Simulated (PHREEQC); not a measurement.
Model water analysis in mg/L, 20 °C, pH 5.84, pe 12.1: Na 2.41; K 0.0196; Ca 8.52; Mg 2.34; Cl 10.2; S(6) as SO4 8.01; Alkalinity as HCO3 17.5; O(0) (dissolved oxygen) 0.0271; Zn 0.0414; Pb 3.41; B 0.0281.

Valence states are taken as typed.

Equilibrium calculation in PHREEQC: ion-association model, wateq4f.dat.

Each row changes one thing in this solution. Precipitation was switched off in this run.

| case | CO2 (mol/kgw) | HCO3- (mol/kgw) | SO4-2 (mol/kgw) | Pb+2 (mol/kgw) | CaSO4 (mol/kgw) | PbHCO3+ (mol/kgw) | SI of Anglesite (PbSO4) | SI of Pb(OH)2 (Pb(OH)2) |
|---|---|---|---|---|---|---|---|---|
| as made | 0.000946 | 0.000282 | 7.94e-5 | 1.21e-5 | 2.35e-6 | 2.33e-6 | -1.33 | -1.63 |
| S(6) from 8.01 to 4 mg/L | 0.000947 | 0.000282 | … | 1.22e-5 | … | 2.36e-6 | -1.62 | -1.62 |
| pH from 5.84 to 5.5 at the same alkalinity | 0.00209 | 0.000285 | 7.94e-5 | 1.27e-5 | 2.35e-6 | 2.48e-6 | -1.31 | -2.29 |
| pH from 5.84 to 6.34 at the same alkalinity | 0.000293 | 0.000277 | 7.95e-5 | … | 2.36e-6 | 1.90e-6 | -1.41 | -0.71 |
| all concentrations times 3 at the same typed pH | 0.00270 | 0.000826 | 0.000224 | 2.55e-5 | 1.61e-5 | 1.31e-5 | -0.64 | -1.35 |

Question: Complete the blanks.

Answer: 
- S(6) from 8.01 to 4 mg/L, SO4-2 (mol/kgw): 3.96e-5
- S(6) from 8.01 to 4 mg/L, CaSO4 (mol/kgw): 1.19e-6
- pH from 5.84 to 6.34 at the same alkalinity, Pb+2 (mol/kgw): 1.01e-5

Some of these states are supersaturated (in Cerrusite, for instance).
